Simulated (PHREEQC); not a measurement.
Dissolve 0.0022 mol (CH3)4NF per kg of water at 25 °C. Closed to the air; pH follows from the charge balance.

Equilibrium calculation in PHREEQC: ion-association model, phreeqc.dat.

Each row changes one thing in this solution. No solid was allowed to form.

```
case                                              pH  ionic strength (mol/kgw)  HF (mol/kgw)  HF2- (mol/kgw)
----------------------------------------------  ----  ------------------------  ------------  --------------
as made                                         7.30                   0.00220       1.58e-7         1.33e-9
(CH3)4NF from 0.0022 to 0.00242 mol/kgw         7.31                   0.00242       1.67e-7         1.55e-9
(CH3)4NF from 0.0022 to 0.0044 mol/kgw          7.41                   0.00440       2.37e-7         4.00e-9
(CH3)4NF replaced by NH4F at the same molality  6.27                   0.00220       1.67e-6         1.41e-8
diluted 10-fold with water                      7.06                  0.000220       2.84e-8        2.40e-11
(CH3)4NF replaced by HBF4 at the same molality  2.67                   0.00226       0.00286         1.03e-5
0.0012 mol/kgw NaHCO3 added                     8.25                   0.00341       1.73e-8        1.46e-10
(CH3)4NF from 0.0022 to 0.011 mol/kgw           7.58                    0.0110       3.86e-7         1.63e-8
0.00099 mol/kgw Li2SO4 added                    7.29                   0.00516       1.55e-7         1.31e-9
```

(CH3)4N+ isn't in the database: it is added as a free cation with an ion size of 4 Å.
